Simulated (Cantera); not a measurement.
## Thermodynamics of chlorosilane synthesis and conversion, feed Si + Cl2 + H2

Charge: 1 mol Si, 2.2 mol Cl2, 0.36 mol H2, at 3.20 bar.

Method: chemical equilibrium by Gibbs-energy minimisation in Cantera with the NASA 1993 tables (ideal gas, pure condensed phases). Candidate condensed phases: Si; 19 gas species. The tables' values for SiCl3 are old estimates; treat these amounts as uncertain. Kinetics and transport are ignored.

From 327 °C to 1152 °C nothing is condensed. The main Si-bearing gas is SiCl4 throughout.

```json
[
 {"T (°C)": "327", "log p SiCl4": "0.31", "log p HCl": "-0.09", "log p H2": "-0.48", "log p SiCl3": "-9.90", "log p SiHCl3": "-4.65"},
 {"T (°C)": "402", "log p SiCl4": "0.31", "log p HCl": "-0.09", "log p H2": "-0.48", "log p SiCl3": "-8.19", "log p SiHCl3": "-3.97"},
 {"T (°C)": "477", "log p SiCl4": "0.31", "log p HCl": "-0.09", "log p H2": "-0.48", "log p SiCl3": "-6.82", "log p SiHCl3": "-3.43"},
 {"T (°C)": "552", "log p SiCl4": "0.31", "log p HCl": "-0.09", "log p H2": "-0.49", "log p SiCl3": "-5.70", "log p SiHCl3": "-3.00"},
 {"T (°C)": "627", "log p SiCl4": "0.31", "log p HCl": "-0.08", "log p H2": "-0.49", "log p SiCl3": "-4.77", "log p SiHCl3": "-2.64"},
 {"T (°C)": "702", "log p SiCl4": "0.31", "log p HCl": "-0.08", "log p H2": "-0.49", "log p SiCl3": "-4.00", "log p SiHCl3": "-2.34"},
 {"T (°C)": "777", "log p SiCl4": "0.31", "log p HCl": "-0.08", "log p H2": "-0.50", "log p SiCl3": "-3.33", "log p SiHCl3": "-2.09"},
 {"T (°C)": "852", "log p SiCl4": "0.31", "log p HCl": "-0.08", "log p H2": "-0.50", "log p SiCl3": "-2.77", "log p SiHCl3": "-1.88"},
 {"T (°C)": "927", "log p SiCl4": "0.31", "log p HCl": "-0.07", "log p H2": "-0.52", "log p SiCl3": "-2.28", "log p SiHCl3": "-1.70"},
 {"T (°C)": "1002", "log p SiCl4": "0.30", "log p HCl": "-0.06", "log p H2": "-0.53", "log p SiCl3": "-1.85", "log p SiHCl3": "-1.56"},
 {"T (°C)": "1077", "log p SiCl4": "0.29", "log p HCl": "-0.05", "log p H2": "-0.56", "log p SiCl3": "-1.50", "log p SiHCl3": "-1.46"},
 {"T (°C)": "1152", "log p SiCl4": "0.28", "log p HCl": "-0.03", "log p H2": "-0.61", "log p SiCl3": "-1.20", "log p SiHCl3": "-1.40"}
]
```
log p: log10 of the partial pressure in bar; nothing condenses.
